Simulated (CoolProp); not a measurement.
Methane at 421.51 K and 2.82 MPa flows at 0.41 m/s in a round tube of 25 mm bore and 45 µm roughness, fully developed (64/Re and Nu = 3.66 if laminar; Colebrook and Gnielinski if turbulent). Each further row changes one setting.

Model: reference Helmholtz-energy equation of state, Setzmann 1991, in CoolProp.

```csv
case,Reynolds number,Darcy friction factor,pressure drop (Pa/m),heat-transfer coefficient (W/(m² K)),mass flow (kg/h)
as stated,8780,…,…,64.3,9.43
velocity 0.82 m/s,17600,…,…,…,18.9
diameter 50 mm,17600,0.0285,0.623,55.7,…
```

Task: What belongs in the gaps?

Result: 
- as stated, Darcy friction factor: 0.0345
- as stated, pressure drop (Pa/m): 1.51
- velocity 0.82 m/s, Darcy friction factor: 0.0301
- velocity 0.82 m/s, pressure drop (Pa/m): 5.27
- velocity 0.82 m/s, heat-transfer coefficient (W/(m² K)): 118
- diameter 50 mm, mass flow (kg/h): 37.7

Viscosity comes from a separate model (Quiñones-Cisneros 2006). Thermal conductivity comes from a separate model (Friend 1989).
